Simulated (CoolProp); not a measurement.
Vapour-liquid equilibrium of R1234yf (1) + R227EA (2) at -61.15 °C; x and y are mole fractions of (1).

Model: multi-fluid Helmholtz-energy mixture model, Lemmon 2022 and Lemmon 2016; pair parameters Bell 2016, in CoolProp.

```tsv
x	bubble pressure, mixture model (MPa)	bubble pressure, Raoult's law (MPa)	y, mixture model	y, Raoult's law
0.05	0.009394	0.009348	0.109	0.105
0.125	0.01025	0.01016	0.246	0.242
0.2	0.01109	0.01097	0.361	0.358
0.275	0.01191	0.01178	0.459	0.458
0.35	0.01272	0.01260	0.544	0.546
0.425	0.01352	0.01341	0.619	0.622
0.5	0.01431	0.01422	0.686	0.690
0.575	0.01511	0.01503	0.747	0.751
0.65	0.01590	0.01584	0.801	0.805
0.725	0.01670	0.01665	0.851	0.855
0.8	0.01750	0.01747	0.896	0.899
0.875	0.01829	0.01828	0.938	0.940
0.95	0.01910	0.01909	0.976	0.977
```

The largest gap from Raoult's law is +1.1 % in bubble pressure, at x = 0.2. No azeotrope shows between x = 0.05 and 0.95.

The pair parameters rest on a limited set of measurements; away from them the model extrapolates.
